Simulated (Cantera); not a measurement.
Feed: 1 mol SiH₂Cl₂, 2.8 mol NH₃, 55 mol H₂, held at 1.00 bar.

Cantera equilibrium calculation (NASA polynomials, part measured and part estimated; ideal gas, pure solids and liquids). Candidate condensed phases: NH₄Cl, Si, Si₃N₄; 28 gas species. Equilibrium is a limit: real reactors are often held back by kinetics, nucleation or transport.

Over these rows the condensed part is Si₃N₄(s). Partial pressures as log10 of bar:

```
T (K)  1000/T (1/K)  log p SiCl₂  log p H₂  log p HCl  log p N₂
-----  ------------  -----------  --------  ---------  --------
1025         0.9756        -8.30     -0.02      -1.49     -1.93
1125         0.8889        -7.10     -0.02      -1.49     -1.93
1225         0.8163        -6.10     -0.02      -1.49     -1.93
1325         0.7547        -5.26     -0.02      -1.49     -1.93
1425         0.7018        -4.53     -0.02      -1.49     -1.93
1525         0.6557            ?     -0.02      -1.49     -1.92
```

Problem. Fit log p(SiCl₂) = a + b·(1000/T) to the five rows, give the apparent enthalpy, and predict the row at 1525 K.

Solution. Means: 1000/T = 0.8275, log p = -6.258. Sxy = -0.645753, Sxx = 0.0469293, so b = -13.76 and a = -6.258 − (-13.76)×0.8275 = 5.13.
Apparent enthalpy: −19.145 × (-13.76) = 263 kJ/mol. With the condensed phases at unit activity, 1/3 Si₃N₄(s) + 2 HCl(g) = SiCl₂(g) + H₂(g) + 2/3 N₂(g) links this pressure to the main gases: over the six rows their terms move log p by -0.01 in all, so the slope is close to that reaction's ΔH°. The five rows lie within 0.01 of the line.
Prediction at 1525 K: 5.13 + (-13.76)×0.6557 = -3.89. The computed value is -3.92, 0.03 from the line.
